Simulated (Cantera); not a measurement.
What does this Cantera script print?

```python
import numpy as np
import cantera as ct

gas_names = """
    N NO NO2 NO3 N2 N2O O O2 O3 S SN SO SO2 SO3 S2 S2O S8
""".split()
cond_names = """
    S(cr1) S(cr2) S(L)
""".split()


def load(file, names, dense=False):
    # The tables refer to 1 bar. Condensed volumes are neglected.
    table = {s.name: s for s in ct.Species.list_from_file(file)}
    out = []
    for n in names:
        d = dict(table[n].input_data)
        d["thermo"] = dict(d["thermo"], **{"reference-pressure": 1e5})
        if dense:
            d["equation-of-state"] = {"model": "constant-volume", "density": "1e6 g/cm^3"}
        out.append(ct.Species.from_dict(d))
    return out


gas = ct.Solution(thermo="ideal-gas", species=load("nasa_gas.yaml", gas_names))
cond = {s.name: ct.Solution(thermo="fixed-stoichiometry", species=[s], name=s.name)
        for s in load("nasa_condensed.yaml", cond_names, dense=True)}
atoms = {
    'S': {'S': 1},
    'O2': {'O': 2},
    'N2': {'N': 2},
}
top_T = {}  # K; cautious upper limits of use, not melting points


def equilibrate(T, P, feed):
    n = {}
    for name, mol in feed.items():
        for a, k in atoms[name].items():
            n[a] = n.get(a, 0.0) + k * mol
    gas.TPX = T, P, n
    mass = sum(n.values()) * gas.mean_molecular_weight
    gas.equilibrate("TP")
    valid = [c for c in cond.values() if c.min_temp <= T <= top_T.get(c.name, c.max_temp)]
    mix = ct.Mixture([(gas, mass / gas.mean_molecular_weight)] + [(c, 0.0) for c in valid])
    mix.T, mix.P = T, P
    mix.equilibrate("TP", solver="vcs", rtol=1e-11, max_steps=5000)
    return mix


results = []
feed = {'S': 1, 'O2': 0.026, 'N2': 1.6}  # mol
T = 2625  # K
for P in [10, 120, 1400, 17000, 210000, 2500000, 30000000]:
    mix = equilibrate(T, P, feed)
    results.append((T, P, feed, dict(zip(mix.species_names, mix.species_moles))))
    x = sorted(zip(gas.X, gas.species_names), reverse=True)
    print(f"T = {T:g} K  P = {P:g} Pa  gas = {mix.phase_moles(0):.4g} mol")
    print("   x: " + "  ".join(f"{s} {v:.3e}" for v, s in x if v > 0.001))
    print("   condensed (mol): " + ("  ".join(f"{mix.phase(i).name} {mix.phase_moles(i):.4g}"
          for i in range(1, mix.n_phases) if mix.phase_moles(i) > 1e-12) or "none"))
```

Result:

```
T = 2625 K  P = 10 Pa  gas = 2.627 mol
   x: N2 6.089e-01  S 3.687e-01  O 1.267e-02  SO 6.758e-03  S2 2.601e-03
   condensed (mol): none
T = 2625 K  P = 120 Pa  gas = 2.545 mol
   x: N2 6.284e-01  S 3.267e-01  S2 2.452e-02  SO 1.680e-02  O 2.961e-03
   condensed (mol): none
T = 2625 K  P = 1400 Pa  gas = 2.357 mol
   x: N2 6.786e-01  S 1.964e-01  S2 1.034e-01  SO 2.034e-02
   condensed (mol): none
T = 2625 K  P = 17000 Pa  gas = 2.206 mol
   x: N2 7.251e-01  S2 1.784e-01  S 7.404e-02  SO 2.039e-02  SO2 1.341e-03
   condensed (mol): none
T = 2625 K  P = 210000 Pa  gas = 2.146 mol
   x: N2 7.453e-01  S2 2.104e-01  S 2.288e-02  SO 1.712e-02  SO2 3.057e-03
   condensed (mol): none
T = 2625 K  P = 2.5e+06 Pa  gas = 2.125 mol
   x: N2 7.526e-01  S2 2.210e-01  SO 1.203e-02  S 6.796e-03  SO2 5.085e-03  S2O 2.199e-03
   condensed (mol): none
T = 2625 K  P = 3e+07 Pa  gas = 2.116 mol
   x: N2 7.558e-01  S2 2.237e-01  SO 7.241e-03  SO2 6.340e-03  S2O 4.613e-03  S 1.974e-03
   condensed (mol): none
```

Equilibrium computed with Cantera from the NASA thermochemical tables; the gas is ideal and each condensed phase is pure. The ideal-gas law is rough above about 30 bar.
